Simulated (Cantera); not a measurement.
# Catalytic combustion on Pt

An isothermal plug-flow reactor at 798 K and 2.00 bar (inlet), inlet velocity 0.82 m/s, active area per volume 1100 1/m; feed CO : O₂ : N₂ = 0.0065 : 0.08 : 0.79 (molar parts).

Model: Deutschmann's 1995 Pt surface mechanism with GRI-Mech 3.0 gas chemistry, integrated in Cantera. Catalytic surfaces can have several steady states; this one follows from the mechanism file's or the stated starting coverage. Mass transfer to the wall is taken as infinitely fast.

```json
[
 {"z (m)": "5.4e-05", "x CO": "0.00448", "x O₂": "0.0899", "x H₂O": "<1e-12", "x CO₂": "0.00295", "θ free Pt": "0.0678", "θ O*": "0.926", "θ CO*": "0.00588"},
 {"z (m)": "9.6e-05", "x CO": "0.00418", "x O₂": "0.0898", "x H₂O": "<1e-12", "x CO₂": "0.00325", "θ free Pt": "0.0578", "θ O*": "0.938", "θ CO*": "0.00394"},
 {"z (m)": "0.00017", "x CO": "0.00381", "x O₂": "0.0896", "x H₂O": "<1e-12", "x CO₂": "0.00362", "θ free Pt": "0.0505", "θ O*": "0.947", "θ CO*": "0.00272"},
 {"z (m)": "0.0003", "x CO": "0.00337", "x O₂": "0.0894", "x H₂O": "<1e-12", "x CO₂": "0.00406", "θ free Pt": "0.0446", "θ O*": "0.954", "θ CO*": "0.00187"},
 {"z (m)": "0.00054", "x CO": "0.00281", "x O₂": "0.0892", "x H₂O": "<1e-12", "x CO₂": "0.00462", "θ free Pt": "0.0397", "θ O*": "0.959", "θ CO*": "0.00123"},
 {"z (m)": "0.00096", "x CO": "0.00218", "x O₂": "0.0889", "x H₂O": "<1e-12", "x CO₂": "0.00525", "θ free Pt": "0.0358", "θ O*": "0.963", "θ CO*": "0.000772"},
 {"z (m)": "0.0017", "x CO": "0.00151", "x O₂": "0.0886", "x H₂O": "<1e-12", "x CO₂": "0.00593", "θ free Pt": "0.0328", "θ O*": "0.967", "θ CO*": "0.000445"},
 {"z (m)": "0.003", "x CO": "0.000865", "x O₂": "0.0883", "x H₂O": "<1e-12", "x CO₂": "0.00658", "θ free Pt": "0.0305", "θ O*": "0.969", "θ CO*": "0.000221"},
 {"z (m)": "0.0054", "x CO": "0.000349", "x O₂": "0.0880", "x H₂O": "<1e-12", "x CO₂": "0.00709", "θ free Pt": "0.0291", "θ O*": "0.971", "θ CO*": "8.05e-5"}
]
```
x: gas mole fraction; θ: surface coverage.
